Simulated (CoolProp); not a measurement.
The numbers come from the reference Helmholtz-energy equation of state, Lemmon 2006 in CoolProp. It is a short technical equation, of lower accuracy than the large ones.

**Question.** Give the vapour pressure (MPa), liquid density (kg/m³), vapour density (kg/m³), enthalpy of vaporisation (kJ/kg) of saturated isopentane at 57.25, 80.75, 92.55 °C.

**Answer.** 
| T (°C) | p (MPa) | liquid density (kg/m³) | vapour density (kg/m³) | enthalpy of vaporisation (kJ/kg) |
|---|---|---|---|---|
| 57.25 | 0.253 | 581 | 7.25 | 319 |
| 80.75 | 0.466 | 553 | 13.1 | 296 |
| 92.55 | 0.613 | 538 | 17.2 | 283 |
